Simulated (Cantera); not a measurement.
Feed: 1 mol TEOS, 0.26 mol O3, held at 0.880 bar.

Method: chemical equilibrium by Gibbs-energy minimisation in Cantera with the NASA 1993 tables (ideal gas, pure condensed phases). Candidate condensed phases: C, C6H6, C7H8, C8H18, H2O, Si, SiC, SiO2; 123 gas species. The feed counts by its element totals alone. The tables hold silica as quartz up to 1696 K and as liquid above; real silica turns to tridymite and cristobalite and melts near 1996 K. Equilibrium is a limit: real reactors are often held back by kinetics, nucleation or transport.

Problem. At 927 °C, list the 5 most abundant gas species with their mole fractions, and the condensed phases.

Solution. H2 0.772, CO 0.215, CH4 0.00829, H2O 0.00379, CO2 0.000769. Condensed: C(graphite) + SiO2(β-quartz).
